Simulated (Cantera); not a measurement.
Charge: 1 mol SiCl₄, 0.16 mol N₂O, 2.3 mol N₂, equilibrated at 100000 Pa.

Equilibrium computed with Cantera from the NASA thermochemical tables; the gas is ideal and each condensed phase is pure. Candidate condensed phases: Si, SiO₂, Si₂N₂O, Si₃N₄; 23 gas species. Kinetics and transport are ignored.

Q: At 827 °C, list the 4 most abundant gas species with their mole fractions, and the condensed phases.

A: N₂ 0.695, SiCl₄ 0.260, Cl₂ 0.0450, Cl 0.000322. Condensed: SiO₂(β-quartz).
